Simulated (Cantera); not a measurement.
Cantera run, input and output.

```python
import numpy as np
import cantera as ct

gas = ct.Solution("h2o2.yaml")
gas.TPX = 425, 470000, {'H2': 1, 'O2': 0.676, 'N2': 2.54, 'H2O': 0.6}
flame = ct.FreeFlame(gas, width=0.014)
flame.set_refine_criteria(ratio=3, slope=0.08, curve=0.16)
flame.transport_model = "mixture-averaged"
flame.solve(loglevel=0, auto=True)
z, T = flame.grid, flame.T
thick = (T[-1] - T[0]) / np.gradient(T, z).max()
show = ['H2', 'O2', 'H2O', 'OH', 'H2O2', 'O']
print(f"laminar burning velocity  {flame.velocity[0] * 100:.3f} cm/s")
print(f"burnt temperature         {T[-1]:.1f} K")
print(f"thermal thickness         {thick * 1e3:.4f} mm")
print(f"grid points               {len(z)}")
z0 = z[flame.heat_release_rate.argmax()]
print(f"{'z/mm':>9s}{'T/K':>9s}{'u/(m/s)':>9s}" + "".join(f"{s:>11s}" for s in show))
rows = []
for k in (-3, -2, -1.5, -1, -0.5, -0.25, 0, 0.25, 0.5, 1, 2, 4, 8):
    zz = z0 + k * thick
    rows.append([k * thick, np.interp(zz, z, T), np.interp(zz, z, flame.velocity),
                 *(np.interp(zz, z, flame.X[gas.species_index(s)]) for s in show)])
    print(f"{rows[-1][0] * 1e3:9.3f}{rows[-1][1]:9.1f}{rows[-1][2]:9.3f}" + "".join(f"{x:11.3e}" for x in rows[-1][3:]))
```

Result:

```
laminar burning velocity  63.463 cm/s
burnt temperature         1888.2 K
thermal thickness         0.0991 mm
grid points               108
     z/mm      T/K  u/(m/s)         H2         O2        H2O         OH       H2O2          O
   -0.297    425.5    0.633  2.037e-01  1.410e-01  1.253e-01  4.816e-14  7.036e-08  5.472e-12
   -0.198    429.7    0.632  1.935e-01  1.427e-01  1.274e-01  1.800e-12  1.263e-06  1.403e-10
   -0.149    440.3    0.638  1.802e-01  1.446e-01  1.309e-01  2.058e-11  5.719e-06  8.224e-10
   -0.099    492.0    0.693  1.512e-01  1.469e-01  1.426e-01  1.002e-09  3.782e-05  1.213e-08
   -0.050    770.3    1.045  9.629e-02  1.357e-01  1.909e-01  3.680e-06  2.301e-04  2.996e-06
   -0.025   1095.4    1.469  6.298e-02  1.134e-01  2.407e-01  2.092e-04  2.492e-04  9.953e-05
    0.000   1428.9    1.911  3.319e-02  8.387e-02  2.944e-01  1.416e-03  2.562e-05  6.891e-04
    0.025   1634.3    2.186  1.535e-02  6.274e-02  3.284e-01  3.552e-03  4.692e-06  1.167e-03
    0.050   1738.5    2.325  7.949e-03  5.339e-02  3.435e-01  4.687e-03  3.156e-06  1.110e-03
    0.099   1824.5    2.437  3.250e-03  4.798e-02  3.542e-01  4.316e-03  1.827e-06  6.373e-04
    0.198   1868.6    2.493  1.045e-03  4.632e-02  3.596e-01  2.773e-03  8.798e-07  2.206e-04
    0.396   1883.8    2.512  2.834e-04  4.608e-02  3.617e-01  1.595e-03  3.899e-07  6.786e-05
    0.793   1887.6    2.517  1.170e-04  4.612e-02  3.622e-01  1.118e-03  2.385e-07  3.260e-05
```

Detailed kinetics in Cantera: the H2/O2 subset of GRI-Mech 3.0, which has no nitrogen chemistry. The hydrogen kinetics of GRI-Mech 3.0 are dated; newer H2 mechanisms differ, most at raised pressure. Burning velocities carry a grid error of a few per cent, more on coarse grids.
